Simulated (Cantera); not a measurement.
Standard-state values (1 bar) from the NASA 1993 polynomials, evaluated with Cantera. Values are per mole of reaction as written; species without (g) are pure solids or liquids, kept so even where they would boil at 1 bar.

KCl(g) → K(g) + Cl(g)

```
T (K)  ΔH° (kJ)  ΔS° (J/K)  ΔG° (kJ)  log10 K
-----  --------  ---------  --------  -------
300       425.0       86.5     399.1   -69.48
2423      434.5       97.1     199.3    -4.30
2448      434.6       97.1     196.9    -4.20
2473      434.6       97.1     194.4    -4.11
2498      434.7       97.2     192.0    -4.01
2523      434.8       97.2     189.6    -3.92
2548          ?          ?         ?        ?
2573      435.0       97.3     184.7    -3.75
2598          ?          ?         ?        ?
2623      435.2       97.3     179.8    -3.58
2648      435.2       97.4     177.4    -3.50
2673          ?          ?         ?        ?
```

### Question
Complete the blanks.

### Answer

- 2548, ΔH° (kJ): 434.9
- 2548, ΔS° (J/K): 97.2
- 2548, ΔG° (kJ): 187.1
- 2548, log10 K: -3.84
- 2598, ΔH° (kJ): 435.1
- 2598, ΔS° (J/K): 97.3
- 2598, ΔG° (kJ): 182.3
- 2598, log10 K: -3.66
- 2673, ΔH° (kJ): 435.3
- 2673, ΔS° (J/K): 97.4
- 2673, ΔG° (kJ): 175.0
- 2673, log10 K: -3.42
